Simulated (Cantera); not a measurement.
Feed: 1 mol SiH₂Cl₂, 0.28 mol N₂, a varied amount of H₂, equilibrated at 1575 K and 133 Pa.

These are equilibrium values from Cantera (NASA tables, ideal gas, pure condensed phases), not measurements of a reactor. Candidate condensed phases: NH₄Cl, Si, Si₃N₄; 28 gas species. The tables' values for SiCl, SiCl₃ are old estimates; treat these amounts as uncertain. Kinetics and transport are ignored.

Problem. At 39 mol H₂, list the 5 most abundant gas species with their mole fractions, and the condensed phases.

Solution. H₂ 0.949, HCl 0.0380, N₂ 0.00678, SiCl₂ 0.00516, H 0.00111. Condensed: Si(s).
